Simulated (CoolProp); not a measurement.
Model: reference Helmholtz-energy equation of state, Lemmon 2006, in CoolProp. It is a short technical equation, of lower accuracy than the large ones.

Task: Give the vapour pressure (kPa), enthalpy of vaporisation (kJ/kg), vapour Z of saturated C3F8 (R218) at 240.2, 250.6, 323.8 K.

Result: 
| T (K) | p (kPa) | enthalpy of vaporisation (kJ/kg) | vapour Z |
|---|---|---|---|
| 240.2 | 120 | 104 | 0.940 |
| 250.6 | 185 | 99.7 | 0.920 |
| 323.8 | 1640 | 55.3 | 0.616 |
